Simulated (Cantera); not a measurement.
An isothermal, constant-pressure homogeneous reactor starts with 27.5 % H2, 45.9 % O2, 26.6 % N2, equivalence ratio 0.30, at 1150 K and 100000 Pa.

Detailed kinetics in Cantera: GRI-Mech 3.0 (53 species, 325 reactions). The temperature is held fixed by assumption; the heat of reaction is taken as removed at once.

x: mole fraction; the columns are a selection and need not sum to one.

```tsv
t (s)	x H2	x O2	x OH	x H2O2	x H2O	x N2O	x H
7.00e-6	0.275	0.459	3.43e-8	1.95e-10	3.16e-7	<1e-12	1.99e-7
3.67e-5	0.0551	0.383	0.00564	6.34e-5	0.245	1.51e-8	0.00758
0.000192	0.01000	0.375	6.95e-5	9.04e-5	0.307	3.03e-8	1.12e-5
0.00101	0.00496	0.374	3.08e-5	5.76e-5	0.313	3.47e-8	2.48e-6
0.00529	0.000881	0.373	1.22e-5	4.84e-6	0.318	4.09e-8	1.74e-7
0.0277	6.73e-5	0.372	3.22e-6	7.09e-8	0.319	4.29e-8	3.68e-9
0.145	(withheld)	0.372	(withheld)	(withheld)	0.319	4.20e-8	1.65e-11
0.763	2.26e-9	0.372	3.03e-6	2.90e-9	0.319	3.63e-8	3.56e-12
4.00	2.26e-9	0.372	3.05e-6	2.93e-9	0.319	(withheld)	3.57e-12
```

Task: What belongs in the gaps?

Result: 
- 0.145, x H2: 3.43e-7
- 0.145, x OH: 2.10e-6
- 0.145, x H2O2: 1.64e-9
- 4.00, x N2O: 1.84e-8
